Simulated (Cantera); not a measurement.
# Thermodynamics of hydrogen reduction and annealing atmospheres, feed PbS + H2

Charge: 1 mol PbS, a varied amount of H2, held at 17.0 Pa.

Method: chemical equilibrium by Gibbs-energy minimisation in Cantera with the NASA 1993 tables (ideal gas, pure condensed phases). Candidate condensed phases: Pb, PbS, S; 10 gas species. Rates play no part.

Q: Map the stable condensed phases over T = 798, 898, 998, 1098, 1198, 1298, 1398, 1498, 1598, 1698, 1798, 1898 K and n(H2) in mol = 1, 2.2, 4.7, 10, 22, 48, 100, 220, 480.

A: 
```
T in K \ n(H2) in mol
           1 2.2 4.7  10  22  48 100 220 480
   1898    A   A   A   A   A   A   A   A   A
   1798    A   A   A   A   A   A   A   A   A
   1698    A   A   A   A   A   A   A   A   A
   1598    A   A   A   A   A   A   A   A   A
   1498    A   A   A   A   A   A   A   A   A
   1398    A   A   A   A   A   A   A   A   A
   1298    A   A   A   A   A   A   A   A   A
   1198    A   A   A   A   A   A   A   A   A
   1098    A   A   A   A   A   A   A   A   A
    998    A   A   A   A   A   A   A   A   A
    898    B   B   B   B   B   A   A   A   A
    798    C   C   C   C   C   C   C   C   D
```
A: gas only; B: PbS; C: Pb + PbS; D: Pb.
